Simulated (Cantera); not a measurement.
A freely propagating, adiabatic, planar premixed flame of 12.8 % CH₄, 18.3 % O₂, 68.8 % N₂, equivalence ratio 1.4, unburnt at 325 K and 0.420 bar; mixture-averaged transport, grid criteria slope 0.08 and curve 0.16, no radiation.

Model: GRI-Mech 3.0 (53 species, 325 reactions), integrated in Cantera. Burning velocities carry a grid error of a few per cent, more on coarse grids.

**Question.** Predict: laminar burning velocity; thermal thickness; peak x(CH₃); peak x(C₂H₂); peak x(C₂H₆).

**Answer.** 
```
Item                          Value
------------------------  ---------
laminar burning velocity  26.6 cm/s
thermal thickness           1.48 mm
peak x(CH₃)                 0.00329
peak x(C₂H₂)                0.00139
peak x(C₂H₆)                0.00171
```
